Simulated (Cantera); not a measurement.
An adiabatic, constant-volume homogeneous reactor starts with 9.17 % C3H8, 19.1 % O2, 71.8 % N2, equivalence ratio 2.4, at 1800 K and 280000 Pa.

Computed with Cantera and GRI-Mech 3.0 (53 species, 325 reactions). GRI-Mech 3.0 was tuned for natural gas; its chemistry of propane as a main component is partial and can be far from experiment.

One state of this run: T (K) = 2927; P (bar) = 6.27; x C3H8 = <1e-12; x O2 = 2.32e-5; x CH2O = 9.13e-8; x NO = 0.000538; x HCN = 3.15e-6. x: mole fraction; the columns are a selection and need not sum to one.

Which value of t (s) does it belong to?
A. 2.85e-5
B. 0.0825
C. 6.91e-5
D. 0.000168

D, 0.000168
